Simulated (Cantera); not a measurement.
Charge: 1 mol PbO, 42 mol N2, equilibrated at 900 Torr.

These are equilibrium values from Cantera (NASA tables, ideal gas, pure condensed phases), not measurements of a reactor. Candidate condensed phases: Pb, PbO, PbO2, Pb3O4; 12 gas species. Gases not in the tables: (PbO)n polymers. The numbers say what is thermodynamically allowed, not how fast it happens.

log p: log10 of the partial pressure in bar; n: condensed amount in mol.

```json
[
 {"T (°C)": "652", "log p N2": "0.08", "log p PbO": "[?]", "log p Pb": "-8.33", "log p O2": "-8.79", "log p NO": "-8.85", "log p O": "<-11", "log p Pb2": "<-11", "n PbO(yellow)": "1.000", "n PbO(l)": "0"},
 {"T (°C)": "727", "log p N2": "0.08", "log p PbO": "[?]", "log p Pb": "-7.21", "log p O2": "-7.61", "log p NO": "-7.88", "log p O": "<-11", "log p Pb2": "<-11", "n PbO(yellow)": "1.000", "n PbO(l)": "0"},
 {"T (°C)": "802", "log p N2": "0.08", "log p PbO": "[?]", "log p Pb": "-6.24", "log p O2": "-6.62", "log p NO": "-7.05", "log p O": "<-11", "log p Pb2": "<-11", "n PbO(yellow)": "1.000", "n PbO(l)": "0"},
 {"T (°C)": "877", "log p N2": "0.08", "log p PbO": "[?]", "log p Pb": "-5.41", "log p O2": "-5.76", "log p NO": "-6.33", "log p O": "-10.96", "log p Pb2": "<-11", "n PbO(yellow)": "0.999", "n PbO(l)": "0"},
 {"T (°C)": "952", "log p N2": "0.08", "log p PbO": "[?]", "log p Pb": "-4.71", "log p O2": "-5.06", "log p NO": "-5.73", "log p O": "-9.90", "log p Pb2": "-10.71", "n PbO(yellow)": "0", "n PbO(l)": "0.995"},
 {"T (°C)": "1027", "log p N2": "0.08", "log p PbO": "[?]", "log p Pb": "-4.11", "log p O2": "-4.44", "log p NO": "-5.19", "log p O": "-8.97", "log p Pb2": "-9.65", "n PbO(yellow)": "0", "n PbO(l)": "0.981"},
 {"T (°C)": "1102", "log p N2": "0.08", "log p PbO": "[?]", "log p Pb": "-3.57", "log p O2": "-3.90", "log p NO": "-4.72", "log p O": "-8.15", "log p Pb2": "-8.71", "n PbO(yellow)": "0", "n PbO(l)": "0.937"},
 {"T (°C)": "1177", "log p N2": "0.08", "log p PbO": "[?]", "log p Pb": "-3.09", "log p O2": "-3.42", "log p NO": "-4.30", "log p O": "-7.41", "log p Pb2": "-7.87", "n PbO(yellow)": "0", "n PbO(l)": "0.811"}
]
```

### Question
Some entries are withheld; supply them.

### Answer

- 652, log p PbO: -7.69
- 727, log p PbO: -6.52
- 802, log p PbO: -5.51
- 877, log p PbO: -4.64
- 952, log p PbO: -3.95
- 1027, log p PbO: -3.35
- 1102, log p PbO: -2.81
- 1177, log p PbO: -2.34
